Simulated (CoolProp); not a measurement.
Vapour-liquid equilibrium of diethyl ether (1) + acetone (2) at 1.34 bar; x and y are mole fractions of (1).

Model: multi-fluid Helmholtz-energy mixture model, Thol 2014 and Lemmon 2006; pair parameters Bell 2016, in CoolProp.

Q: Give the bubble temperature and the first vapour's composition at x = 0.15, 0.35, 0.65. Is there an azeotrope?

A: x = 0.15: 57.0 °C, y = 0.325; x = 0.35: 50.1 °C, y = 0.575; x = 0.65: 44.8 °C, y = 0.772. No azeotrope shows between x = 0.05 and 0.95.

Pair parameters are fitted to limited data, so mixtures are less certain than the pure fluids.
